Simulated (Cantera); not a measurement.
What does this Cantera script print?

```python
import numpy as np
import cantera as ct

gas_names = """
    Fe FeO Fe(OH)2 H HO2 H2 H2O H2O2 H2S H2SO4 O OH O2 O3 S SH SO SO2 SO3 S2 S2O S8
""".split()
cond_names = """
    Fe(a) Fe(c) Fe(d) Fe(L) FeO(s) FeO(L) Fe(OH)2(s) Fe(OH)3(s) FeS(a) FeS(b) FeS(c) FeS(L) FeSO4(s)
    FeS2(s) Fe2O3(s) Fe2S3O12(s) Fe3O4(s) H2O(s) H2O(L) H2SO4(L) S(cr1) S(cr2) S(L)
""".split()


# ... load() reads the species with a 1 bar reference pressure and builds the phases ...
atoms = {
    'FeS': {'Fe': 1, 'S': 1},
    'O2': {'O': 2},
    'H2O': {'H': 2, 'O': 1},
}
top_T = {'FeSO4(s)': 950, 'FeS2(s)': 1010, 'Fe2O3(s)': 1830, 'Fe2S3O12(s)': 1100, 'Fe3O4(s)': 1870}  # K; cautious upper limits of use, not melting points


# ... equilibrate(T, P, feed) seeds the gas with the atoms and calls Mixture.equilibrate('TP', solver="vcs", rtol=1e-11, max_steps=5000) ...
results = []
feed = {'FeS': 1, 'O2': 0.37, 'H2O': 1.8}  # mol
T = 1375  # K
for P in [1000, 3500, 13000, 45000, 160000, 560000, 2000000]:
    mix = equilibrate(T, P, feed)
    results.append((T, P, feed, dict(zip(mix.species_names, mix.species_moles))))

top = {s: max(r[3][s] / sum(r[3][g] for g in gas_names) for r in results) for s in gas_names}
cols = sorted((s for s in top if top[s] > 1e-05), key=lambda s: -top[s])[:9]
seen = [c for c in cond_names if any(r[3].get(c, 0) > 1e-12 for r in results)]
print("log10 of partial pressures in bar; condensed amounts in mol")
print(f"{'P/Pa':>10s}" + "".join(f"{s[:9]:>10s}" for s in cols + seen))
for T, P, feed, n in results:
    ng = sum(n[g] for g in gas_names)
    print(f"{P:10.4g}" + "".join(f"{np.log10(max(n[s] / ng * P / 1e5, 1e-99)):10.3f}" for s in cols)
          + "".join(f"{n.get(c, 0):10.4g}" for c in seen))
```

Result:

```
log10 of partial pressures in bar; condensed amounts in mol
      P/Pa       H2O       SO2        H2        S2       H2S        SO       S2O        SH         S    FeO(s)    FeS(c)  Fe3O4(s)
      1000    -2.151    -3.008    -2.989    -3.149    -3.716    -4.741    -5.154    -5.094    -6.652    0.5731    0.4269         0
      3500    -1.579    -2.435    -2.608    -2.767    -3.144    -4.359    -4.582    -4.713    -6.461     0.483     0.517         0
   1.3e+04    -0.990    -1.845    -2.215    -2.374    -2.554    -3.966    -3.992    -4.320    -6.264    0.4188    0.5812         0
   4.5e+04    -0.438    -1.294    -1.847    -2.006    -2.003    -3.598    -3.440    -3.952    -6.080     0.378     0.622         0
   1.6e+05     0.121    -0.734    -1.474    -1.633    -1.444    -3.225    -2.881    -3.579    -5.894    0.3502    0.6498         0
   5.6e+05     0.675    -0.243    -1.068    -1.241    -0.841    -2.882    -2.341    -3.180    -5.698         0    0.6949    0.1017
     2e+06     1.230     0.311    -0.679    -0.798    -0.231    -2.494    -1.732    -2.764    -5.476         0    0.6968    0.1011
```

Cantera equilibrium calculation (NASA polynomials, part measured and part estimated; ideal gas, pure solids and liquids). Metal and sulfide melt together well below either melting point, which pure phases cannot show. Mutual solubility and eutectic melting of coexisting phases are not modelled. The tables' stoichiometric FeO is somewhat more stable than real wüstite, so its field is too wide. FeO, FeS: taken at fixed stoichiometry.
